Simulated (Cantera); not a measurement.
A perfectly stirred reactor is fed with 0.274 % H2, 19.6 % O2, 80.2 % N2, at 3500 Pa; it is held at 1398 K, and followed from long to short residence time.

Model: the H2/O2 subset of GRI-Mech 3.0, which has no nitrogen chemistry, integrated in Cantera. Radical loss at walls, strong at low pressure, is not modelled.

Task: Predict: x(H2) at τ = 4.00 s; x(O2) at τ = 4.00 s; x(H2O2) at τ = 4.00 s; x(HO2) at τ = 4.00 s; x(OH) at τ = 4.00 s; x(H2) at τ = 76.0 ms; x(O2) at τ = 76.0 ms; x(H2O2) at τ = 76.0 ms; x(HO2) at τ = 76.0 ms; x(OH) at τ = 76.0 ms.

Result: 
```
Item                       Value
----------------------  --------
x(H2) at τ = 4.00 s      4.68e-6
x(O2) at τ = 4.00 s        0.194
x(H2O2) at τ = 4.00 s    1.81e-9
x(HO2) at τ = 4.00 s     9.57e-8
x(OH) at τ = 4.00 s     0.000133
x(H2) at τ = 76.0 ms     4.73e-5
x(O2) at τ = 76.0 ms       0.193
x(H2O2) at τ = 76.0 ms   5.72e-9
x(HO2) at τ = 76.0 ms    2.79e-7
x(OH) at τ = 76.0 ms    0.000341
```
